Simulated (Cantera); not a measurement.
Charge: 1 mol SiHCl3, 0.25 mol N2, 1.6 mol H2, equilibrated at 875 K and 0.000320 bar.

These are equilibrium values from Cantera (NASA tables, ideal gas, pure condensed phases), not measurements of a reactor. Candidate condensed phases: NH4Cl, Si, Si3N4; 28 gas species. N2 is the only nitrogen source here; it is nearly inert below about 1500 K, so the nitride shown seldom forms there in practice. The tables' values for SiCl3 are old estimates; treat these amounts as uncertain. Kinetics and transport are ignored.

Base state: H2 0.620, SiCl4 0.208, HCl 0.170, SiHCl3 0.00166, SiCl3 0.000325, SiCl2 2.95e-5 (mole fractions); condensed: Si3N4(s).

**Question.** What changes in the equilibrium state with this change: N2 from 0.25 to 3 mol?

**Answer.** 
| species | before | after |
|---|---|---|
| N2 | 7.56e-6 | 0.423 |
| HCl | 0.170 | 0.364 |
| H2 | 0.620 | 0.176 |
| SiCl4 | 0.208 | 0.0369 |
| SiCl2 | 2.95e-5 | 3.24e-7 |
| SiHCl3 | 0.00166 | 3.91e-5 |
| SiCl3 | 0.000325 | 1.44e-5 |
| Si3N4(s), mol | 0.125 | 0.261 |
